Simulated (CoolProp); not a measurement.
Properties of n-decane along the isobar 4.93 MPa.

Model: reference Helmholtz-energy equation of state, Lemmon 2006, in CoolProp. It is a short technical equation, of lower accuracy than the large ones.

| T (K) | phase | cv (kJ/(kg K)) | expansivity (1/kK) | conductivity (mW/(m K)) |
|---|---|---|---|---|
| 300.3 | liquid | 1.784 | 1.035 | 131 |
| 311.8 | liquid | 1.829 | 1.046 | 128 |
| 323.3 | liquid | 1.875 | 1.060 | 125 |
| 334.8 | liquid | 1.922 | 1.075 | 122 |
| 346.3 | liquid | 1.968 | 1.092 | 120 |
| 357.8 | liquid | 2.015 | 1.112 | 117 |
| 369.3 | liquid | 2.062 | 1.133 | 114 |
| 380.8 | liquid | 2.109 | 1.158 | 112 |
| 392.3 | liquid | 2.156 | 1.185 | 109 |
| 403.8 | liquid | 2.202 | 1.215 | 107 |
| 415.3 | liquid | 2.248 | 1.248 | 104 |
| 426.8 | liquid | 2.293 | 1.285 | 102 |
| 438.3 | liquid | 2.338 | 1.326 | 100.0 |
| 449.8 | liquid | 2.383 | 1.371 | 97.8 |

Thermal conductivity comes from a separate model (Huber 2005).
